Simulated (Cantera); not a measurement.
# Adiabatic ignition

An adiabatic, constant-pressure homogeneous reactor starts with 10.9 % CH3OH, 18.7 % O2, 70.4 % N2, equivalence ratio 0.87, at 1000 K and 10.0 bar.

Computed with Cantera and GRI-Mech 3.0 (53 species, 325 reactions). GRI-Mech 3.0 was tuned for natural gas; its chemistry of methanol as a main component is partial and can be far from experiment.

```
t (s)     T (K)  x CH3OH    x O2  x CH2CO     x CH4      x OH   x C2H
--------  -----  -------  ------  -------  --------  --------  ------
6.00e-6    1000    0.109   0.187   <1e-12  1.05e-11    <1e-12  <1e-12
1.60e-5    1000    0.109   0.187   <1e-12  5.44e-11    <1e-12  <1e-12
4.24e-5    1000    0.109   0.187   <1e-12  2.14e-10    <1e-12  <1e-12
0.000113   1000    0.109   0.187   <1e-12  6.60e-10    <1e-12  <1e-12
0.000300   1000    0.109   0.187   <1e-12   1.85e-9    <1e-12  <1e-12
0.000799   1000    0.109   0.187   <1e-12   5.01e-9    <1e-12  <1e-12
0.00212    1000    0.109   0.187   <1e-12   1.34e-8    <1e-12  <1e-12
0.00565    1000    0.109   0.187   <1e-12   3.57e-8    <1e-12  <1e-12
0.0150     1000    0.109   0.187   <1e-12   9.46e-8    <1e-12  <1e-12
0.0400     1000    0.109   0.187   <1e-12   2.48e-7  6.51e-12  <1e-12
0.106      2559   <1e-12  0.0228   <1e-12    <1e-12   0.00787  <1e-12
0.283      2559   <1e-12  0.0228   <1e-12    <1e-12   0.00787  <1e-12
0.752      2559   <1e-12  0.0228   <1e-12    <1e-12   0.00787  <1e-12
2.00       2559   <1e-12  0.0228   <1e-12    <1e-12   0.00787  <1e-12
```
x: mole fraction; the columns are a selection and need not sum to one.

The time of steepest temperature rise is 88.2 ms and the temperature at 2.00 s is 2559 K. The equilibrium temperature is 2559 K and the x(CH3OH) at 2.00 s is <1e-12 (gas-phase equilibrium <1e-12). The x(O2) at 2.00 s comes out as 0.0228 (gas-phase equilibrium 0.0228) and the x(CH2CO) at 2.00 s is <1e-12 (gas-phase equilibrium <1e-12).
